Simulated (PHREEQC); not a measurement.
# Copper plating or etch bath: speciation

A solution holds 3.9 mmol/kgw Cu(BF4)2, 0.43 mmol/kgw HNO3 and 1.5 mmol/kgw H3BO3, at 50 °C. Closed to the air; pH follows from the charge balance.

All values are PHREEQC results (ion-association model, phreeqc.dat), not measurements.

Each row changes one thing in this solution. Precipitation was switched off in this run.

| case | pH | ionic strength (mol/kgw) | H3BO3 (mol/kgw) | H2BO3- (mol/kgw) |
|---|---|---|---|---|
| as made | 2.95 | 0.0127 | 0.00272 | 2.39e-9 |
| H3BO3 from 0.0015 to 0.00075 mol/kgw | 2.95 | 0.0127 | 0.00212 | 1.87e-9 |
| diluted 5-fold with water | 3.15 | 0.00305 | 0.00128 | 1.68e-9 |
| Cu(BF4)2 left out | 3.38 | 0.000430 | 0.00150 | 3.21e-9 |
| HNO3 left out | 3.01 | 0.0125 | 0.00271 | 2.77e-9 |
| diluted 100-fold with water | 3.82 | 0.000272 | 9.29e-5 | 5.44e-10 |
| Cu(BF4)2 from 0.0039 to 0.00429 mol/kgw | 2.94 | 0.0139 | 0.00274 | 2.37e-9 |
| HNO3 from 0.00043 to 0.0043 mol/kgw | 2.47 | 0.0154 | 0.00291 | 8.61e-10 |
| temperature from 50 to 75 °C | 3.04 | 0.0124 | 0.00328 | 5.13e-9 |

Constants without temperature data keep their 25 °C values here. Real BF4- forms and hydrolyses slowly; the run takes it at equilibrium.
